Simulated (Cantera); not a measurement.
A closed system holds: 1 mol SiF4, 0.22 mol N2O, a varied amount of H2O, held at 1025 K and 6.20 mbar.

These are equilibrium values from Cantera (NASA tables, ideal gas, pure condensed phases), not measurements of a reactor. Candidate condensed phases: H2O, Si, SiO2, Si2N2O, Si3N4; 58 gas species. Equilibrium is a limit: real reactors are often held back by kinetics, nucleation or transport.

**Question.** What share of the Si ends up in condensed phases as a function of n(H2O) (mol), at 0.12, 0.19, 0.29, 0.45, 0.69, 1.1, 1.6, 2.5, 3.9, 6, 9.2?

**Answer.** 
| n(H2O) (mol) | Si condensed (%) | as |
|---|---|---|
| 0.12 | 5.7 | SiO2(β-quartz) |
| 0.19 | 8.8 | SiO2(β-quartz) |
| 0.29 | 12.9 | SiO2(β-quartz) |
| 0.45 | 19.2 | SiO2(β-quartz) |
| 0.69 | 27.7 | SiO2(β-quartz) |
| 1.1 | 40.5 | SiO2(β-quartz) |
| 1.6 | 53.8 | SiO2(β-quartz) |
| 2.5 | 72.1 | SiO2(β-quartz) |
| 3.9 | 88.4 | SiO2(β-quartz) |
| 6 | 96.6 | SiO2(β-quartz) |
| 9.2 | 99.1 | SiO2(β-quartz) |
